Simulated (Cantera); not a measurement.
An isothermal, constant-pressure homogeneous reactor starts with CO : O₂ : H₂O : N₂ = 0.014 : 0.0072 : 0.0016 : 1 (molar parts), equivalence ratio 0.97, at 950 K and 130000 Pa. Integrator tolerance rtol = 1e-08.

Computed with Cantera and GRI-Mech 3.0 (53 species, 325 reactions).

### Question
What does this change do: N2 1 to 9.1 parts?

### Answer
```tsv
quantity	before	after
x(CO) at 100 s	0.00140 (gas-phase equilibrium 8.82e-12)	0.00118 (gas-phase equilibrium 2.95e-12)
x(O₂) at 100 s	0.000902 (gas-phase equilibrium 0.000197)	0.000611 (gas-phase equilibrium 2.18e-5)
x(H₂O) at 100 s	0.00156 (gas-phase equilibrium 0.00158)	0.000173 (gas-phase equilibrium 0.000176)
x(H₂) at 100 s	1.24e-5 (gas-phase equilibrium 1.81e-12)	2.08e-6 (gas-phase equilibrium <1e-12)
x(NO₂) at 100 s	2.93e-9 (gas-phase equilibrium 1.63e-9)	1.38e-10 (gas-phase equilibrium 1.82e-10)
x(OH) at 100 s	4.79e-9 (gas-phase equilibrium 8.48e-10)	6.63e-10 (gas-phase equilibrium 1.63e-10)
```

### Question
What does this change do: pressure from 130000 Pa to 300000 Pa?

### Answer
```
quantity                                            before                                     after
---------------  -----------------------------------------  ----------------------------------------
x(CO) at 100 s    0.00140 (gas-phase equilibrium 8.82e-12)  0.00166 (gas-phase equilibrium 5.81e-12)
x(O₂) at 100 s   0.000902 (gas-phase equilibrium 0.000197)  0.00103 (gas-phase equilibrium 0.000197)
x(H₂O) at 100 s    0.00156 (gas-phase equilibrium 0.00158)   0.00157 (gas-phase equilibrium 0.00158)
x(H₂) at 100 s    1.24e-5 (gas-phase equilibrium 1.81e-12)  7.46e-6 (gas-phase equilibrium 1.19e-12)
x(NO₂) at 100 s    2.93e-9 (gas-phase equilibrium 1.63e-9)   2.23e-9 (gas-phase equilibrium 2.47e-9)
x(OH) at 100 s    4.79e-9 (gas-phase equilibrium 8.48e-10)  1.48e-9 (gas-phase equilibrium 6.88e-10)
```
